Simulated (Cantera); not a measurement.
Mixture: CH4 : C2H6 : O2 : N2 = 1 : 0.045 : 3.42 : 13 (molar parts), equivalence ratio 0.63, at 0.513 atm, adiabatic and at constant pressure. Ignition delay is the time to a rise of 400 K.

Computed with Cantera and GRI-Mech 3.0 (53 species, 325 reactions).

Q: What does this change do: 0.37 parts H2 added?

A: 
```json
[
 {"quantity": "delay at 1298 K", "before": "5.48 ms", "after": "1.29 ms"},
 {"quantity": "delay at 1398 K", "before": "1.69 ms", "after": "0.582 ms"},
 {"quantity": "delay at 1498 K", "before": "0.616 ms", "after": "0.287 ms"},
 {"quantity": "delay at 1598 K", "before": "0.270 ms", "after": "0.155 ms"},
 {"quantity": "delay at 1698 K", "before": "0.141 ms", "after": "91.0 µs"},
 {"quantity": "apparent activation energy between 1648 and 1748 K", "before": "140 kJ/mol", "after": "120 kJ/mol"}
]
```
